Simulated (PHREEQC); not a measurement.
Solution (25 °C): 1.9 mol/kgw KOH and 0.00012 mol/kgw H4SiO4. Closed to the air; pH follows from the charge balance.

All values are PHREEQC results (Pitzer model, pitzer.dat), not measurements.

The ionic strength comes out as 1.90 mol/kgw. What activity coefficients do H2SiO4-2, K+, OH- get?

H2SiO4-2 0.027, K+ 0.67, OH- 1.1. Single-ion values are on the MacInnes scale.

This is a speciation only: nothing precipitates in the calculation. In brines, pH and single-ion activities rest on the MacInnes convention.
